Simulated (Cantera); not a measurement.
**Thermodynamics of boron, boron nitride and boron oxide, feed B2O3 + NH3**

Feed: 1 mol B2O3, 9.1 mol NH3, at 79000 Pa.

These are equilibrium values from Cantera (NASA tables, ideal gas, pure condensed phases), not measurements of a reactor. Candidate condensed phases: B, BN, B2O3, B3O3H3, H2O; 39 gas species. Mutual solubility and eutectic melting of coexisting phases are not modelled. Gases not in the tables: H3BO3. Rates play no part.

From 1177 °C to 1627 °C the condensed part is BN(s) + B2O3(l). From 1702 °C to 2077 °C nothing is condensed.

```
T (°C)   x H2   x N2     x HBO   x HBO2    x B2O3       x H   n BN(s)  n B2O3(l)
------  -----  -----  --------  -------  --------  --------  --------  ---------
1177    0.747  0.249   8.67e-5  0.00101   9.51e-6   9.19e-6    0.0475      0.966
1252    0.746  0.249  0.000278  0.00196   4.54e-5   2.30e-5    0.0507      0.953
1327    0.744  0.248  0.000797  0.00354  0.000186   5.28e-5    0.0557      0.929
1402    0.740  0.248   0.00207  0.00603  0.000665  0.000112    0.0615      0.882
1477    0.734  0.246   0.00493  0.00974   0.00212  0.000224    0.0639      0.791
1552    0.720  0.244    0.0108   0.0150   0.00611  0.000420    0.0524      0.608
1627    0.694  0.240    0.0222   0.0220    0.0161  0.000744  0.000381      0.227
1702    0.679  0.237    0.0271   0.0272    0.0214   0.00127         0          0
1777    0.676  0.237    0.0287   0.0276    0.0201   0.00210         0          0
1852    0.673  0.236    0.0302   0.0279    0.0188   0.00335         0          0
1927    0.669  0.236    0.0314   0.0280    0.0176   0.00518         0          0
2002    0.665  0.236    0.0325   0.0280    0.0163   0.00779         0          0
2077    0.660  0.235    0.0332   0.0278    0.0151    0.0114         0          0
```
x: gas mole fraction; n: condensed amount in mol.
